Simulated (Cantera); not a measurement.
A perfectly stirred reactor is fed with 8.00 % H2, 92.0 % O2, at 0.0326 atm; it is held at 1048 K, and followed from long to short residence time.

Cantera simulation using the H2/O2 subset of GRI-Mech 3.0, which has no nitrogen chemistry; the numbers are that mechanism's predictions, not measurements. Radical loss at walls, strong at low pressure, is not modelled. The temperature is held fixed by assumption; the heat of reaction is taken as removed at once.

Question: Predict: x(H2) at τ = 2.60 s; x(O2) at τ = 2.60 s; x(H2O) at τ = 2.60 s; x(H) at τ = 2.60 s; x(H2O2) at τ = 2.60 s; x(H2) at τ = 0.160 s; x(O2) at τ = 0.160 s; x(H2O) at τ = 0.160 s; x(H) at τ = 0.160 s; x(H2O2) at τ = 0.160 s.

Answer: 
- x(H2) at τ = 2.60 s = 0.000199
- x(O2) at τ = 2.60 s = 0.916
- x(H2O) at τ = 2.60 s = 0.0830
- x(H) at τ = 2.60 s = 1.47e-5
- x(H2O2) at τ = 2.60 s = 2.37e-7
- x(H2) at τ = 0.160 s = 0.00102
- x(O2) at τ = 0.160 s = 0.915
- x(H2O) at τ = 0.160 s = 0.0817
- x(H) at τ = 0.160 s = 0.000233
- x(H2O2) at τ = 0.160 s = 4.32e-7
